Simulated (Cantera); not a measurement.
A Cantera script and what it prints.

```python
import numpy as np
import cantera as ct

gas_names = """
    CL CL2 H HCL H2 Si SiCL SiCL2 SiCL3 SiCL4 SiH SiHCL3 SiH2 SiH2CL2 SiH3 SiH3CL SiH4 Si2 Si3
""".split()
cond_names = """
    Si(cr) Si(L)
""".split()


# ... load() reads the species with a 1 bar reference pressure and builds the phases ...
atoms = {
    'Si2Cl6': {'Si': 2, 'CL': 6},
    'Cl2': {'CL': 2},
    'H2': {'H': 2},
}
top_T = {}  # K; cautious upper limits of use, not melting points


# ... equilibrate(T, P, feed) seeds the gas with the atoms and calls Mixture.equilibrate('TP', solver="vcs", rtol=1e-11, max_steps=5000) ...
results = []
feed = {'Si2Cl6': 1, 'Cl2': 0.62, 'H2': 260}  # mol
P = 2600  # Pa
for T in [925, 1025, 1125, 1225, 1325, 1425, 1525, 1625, 1725]:
    mix = equilibrate(T, P, feed)
    results.append((T, P, feed, dict(zip(mix.species_names, mix.species_moles))))

top = {s: max(r[3][s] / sum(r[3][g] for g in gas_names) for r in results) for s in gas_names}
cols = sorted((s for s in top if top[s] > 1e-05), key=lambda s: -top[s])[:8]
seen = [c for c in cond_names if any(r[3].get(c, 0) > 1e-12 for r in results)]
print("log10 of partial pressures in bar; condensed amounts in mol")
print(f"{'T/K':>10s}" + "".join(f"{s[:9]:>10s}" for s in cols + seen))
for T, P, feed, n in results:
    ng = sum(n[g] for g in gas_names)
    print(f"{T:10.4g}" + "".join(f"{np.log10(max(n[s] / ng * P / 1e5, 1e-99)):10.3f}" for s in cols)
          + "".join(f"{n.get(c, 0):10.4g}" for c in seen))
```

Result:

```
log10 of partial pressures in bar; condensed amounts in mol
       T/K        H2       HCL     SiCL4    SiHCL3     SiCL2         H     SiCL3   SiH2CL2    Si(cr)     Si(L)
       925    -1.590    -3.768    -4.025    -4.287    -5.786   -10.380    -5.705    -5.557    0.4625         0
      1025    -1.593    -3.440    -4.265    -4.483    -5.036    -9.157    -5.310    -5.657    0.9534         0
      1125    -1.595    -3.261    -4.817    -4.912    -4.601    -8.150    -5.254    -5.917     1.399         0
      1225    -1.596    -3.211    -5.677    -5.568    -4.439    -7.304    -5.507    -6.333     1.546         0
      1325    -1.596    -3.206    -6.552    -6.233    -4.378    -6.585    -5.832    -6.758     1.549         0
      1425    -1.596    -3.208    -7.330    -6.825    -4.340    -5.964    -6.132    -7.136     1.526         0
      1525    -1.596    -3.211    -8.009    -7.341    -4.311    -5.424    -6.397    -7.466     1.499         0
      1625    -1.596    -3.215    -8.606    -7.795    -4.289    -4.950    -6.630    -7.756      1.47         0
      1725    -1.597    -3.214    -9.149    -8.215    -4.294    -4.530    -6.857    -8.036         0      1.46
```

Method: chemical equilibrium by Gibbs-energy minimisation in Cantera with the NASA 1993 tables (ideal gas, pure condensed phases). The feed counts by its element totals alone. The tables' values for SiCl3, SiCl are old estimates; treat these amounts as uncertain. Gases not in the tables: Si2H6 and higher silanes.
